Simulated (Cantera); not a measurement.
NH3 + O2 + N2 (abatement and gas-phase synthesis)

A closed system holds: 1 mol NH3, 0.22 mol O2, a varied amount of N2, equilibrated at 700 K and 31500 Torr.

Method: chemical equilibrium by Gibbs-energy minimisation in Cantera with the NASA 1993 tables (ideal gas, pure condensed phases). Candidate condensed phases: H2O; 24 gas species. The ideal-gas law is rough above about 30 bar. Equilibrium is a limit: real reactors are often held back by kinetics, nucleation or transport.

From 0.17 mol N2 to 31 mol N2 nothing is condensed.

| n(N2) (mol) | log p N2 | log p H2 | log p H2O | log p NH3 |
|---|---|---|---|---|
| 0.17 | 1.10 | 1.25 | 0.96 | 0.40 |
| 0.27 | 1.14 | 1.23 | 0.94 | 0.39 |
| 0.44 | 1.20 | 1.20 | 0.90 | 0.37 |
| 0.7 | 1.27 | 1.15 | 0.86 | 0.33 |
| 1.1 | 1.34 | 1.09 | 0.79 | 0.27 |
| 1.8 | 1.41 | 1.00 | 0.70 | 0.17 |
| 2.9 | 1.47 | 0.89 | 0.59 | 0.03 |
| 4.7 | 1.52 | 0.75 | 0.45 | -0.14 |
| 7.5 | 1.55 | 0.61 | 0.29 | -0.34 |
| 12 | 1.58 | 0.45 | 0.12 | -0.57 |
| 19 | 1.59 | 0.28 | -0.05 | -0.81 |
| 31 | 1.60 | 0.09 | -0.25 | -1.09 |
log p: log10 of the partial pressure in bar; nothing condenses.
